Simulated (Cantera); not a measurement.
**Equilibrium for fluorocarbon and chlorocarbon gases: CH₃Cl + CH₄ + H₂**

A closed system holds: 1 mol CH₃Cl, 1.3 mol CH₄, 2.9 mol H₂, equilibrated at 2750 °C and 4.00 Pa.

Method: chemical equilibrium by Gibbs-energy minimisation in Cantera with the NASA 1993 tables (ideal gas, pure condensed phases). Candidate condensed phases: C, C₆H₆, C₇H₈, C₈H₁₈; 91 gas species. Equilibrium is a limit: real reactors are often held back by kinetics, nucleation or transport.

The x(H) comes out as 0.818 and the x(C) comes out as 0.113. The x(Cl) comes out as 0.0585, the x(C₂) is 0.00524 and the x(C₃) is 0.00368. The x(H₂) is 0.000933 and the x(HCl) comes out as 9.81e-5. The x(C₂H) comes out as 4.98e-5 and the x(CH) is 9.45e-6. The gas amount comes out as 17.07 mol. The log10 activity of C(graphite) (absent) comes out as -1.14.
